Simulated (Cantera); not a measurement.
A perfectly stirred reactor is fed with NH3 : H2 = 1 : 0.21 (molar parts), at 0.474 atm; it is held at 1623 K, and followed from long to short residence time.

Computed with Cantera and the gas-phase N/H chemistry of the illustrative SiF4/NH3 mechanism in the Surface Chemkin manual (1991). Walls and surfaces, which speed up NH3 decomposition in real reactors, are not modelled.

Problem. What does this change do: temperature 1623 to 1525 K?

Solution. 
```tsv
quantity	before	after
x(NH3) at τ = 0.420 s	0.780	0.817
x(H2) at τ = 0.420 s	0.207	0.181
x(H) at τ = 0.420 s	1.18e-5	4.99e-6
x(N) at τ = 0.420 s	8.81e-9	2.10e-9
x(N2) at τ = 0.420 s	0.0125	0.00267
x(NH3) at τ = 22.0 ms	0.824	0.826
x(H2) at τ = 22.0 ms	0.175	0.174
x(H) at τ = 22.0 ms	9.49e-6	4.32e-6
x(N) at τ = 22.0 ms	7.58e-9	1.56e-9
x(N2) at τ = 22.0 ms	0.000642	0.000113
```

Problem. What does this change do: H2 0.21 to 1.5 parts?

Solution. 
```json
[
 {"quantity": "x(NH3) at τ = 0.420 s", "before": "0.780", "after": "0.387"},
 {"quantity": "x(H2) at τ = 0.420 s", "before": "0.207", "after": "0.608"},
 {"quantity": "x(H) at τ = 0.420 s", "before": "1.18e-5", "after": "4.10e-5"},
 {"quantity": "x(N) at τ = 0.420 s", "before": "8.81e-9", "after": "8.58e-9"},
 {"quantity": "x(N2) at τ = 0.420 s", "before": "0.0125", "after": "0.00458"},
 {"quantity": "x(NH3) at τ = 22.0 ms", "before": "0.824", "after": "0.399"},
 {"quantity": "x(H2) at τ = 22.0 ms", "before": "0.175", "after": "0.600"},
 {"quantity": "x(H) at τ = 22.0 ms", "before": "9.49e-6", "after": "3.73e-5"},
 {"quantity": "x(N) at τ = 22.0 ms", "before": "7.58e-9", "after": "6.95e-9"},
 {"quantity": "x(N2) at τ = 22.0 ms", "before": "0.000642", "after": "0.000211"}
]
```
